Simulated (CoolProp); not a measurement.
Water along the isotherm 424.6 K: density (kg/m³) from the reference equation and from simpler models built on Tc = 647.1 K, pc = 22.06 MPa, ω = 0.344; each cubic takes its own stable root.

Values from CoolProp's reference Helmholtz-energy equation of state, Wagner 2002.

```json
[
 {"p (MPa)": "0.316", "phase": "gas", "reference": "1.657"},
 {"p (MPa)": "0.511", "phase": "liquid", "reference": "915.7"},
 {"p (MPa)": "0.825", "phase": "liquid", "reference": "915.8"},
 {"p (MPa)": "1.33", "phase": "liquid", "reference": "916.1"},
 {"p (MPa)": "2.15", "phase": "liquid", "reference": "916.6"},
 {"p (MPa)": "3.48", "phase": "liquid", "reference": "917.3"},
 {"p (MPa)": "5.62", "phase": "liquid", "reference": "918.6"},
 {"p (MPa)": "9.09", "phase": "liquid", "reference": "920.5"},
 {"p (MPa)": "14.7", "phase": "liquid", "reference": "923.6"},
 {"p (MPa)": "23.7", "phase": "liquid", "reference": "928.3"},
 {"p (MPa)": "38.3", "phase": "liquid", "reference": "935.8"},
 {"p (MPa)": "61.9", "phase": "liquid", "reference": "947.1"},
 {"p (MPa)": "100", "phase": "liquid", "reference": "963.7"}
]
```

### Question
How far does each simpler model (van der Waals, Soave-Redlich-Kwong, Peng-Robinson) lie from the reference over these 13 states: mean and median of the absolute difference, and the worst?

### Answer
- van der Waals: mean 62.4 %, median 52.1 %, worst -99.7 % at 424.6 K and 0.511 MPa
- Soave-Redlich-Kwong: mean 24.9 %, median 26.8 %, worst -27.5 % at 424.6 K and 100 MPa
- Peng-Robinson: mean 16.2 %, median 17.3 %, worst -18.6 % at 424.6 K and 100 MPa

At some of these states van der Waals gives the other phase, because its saturation line lies elsewhere.
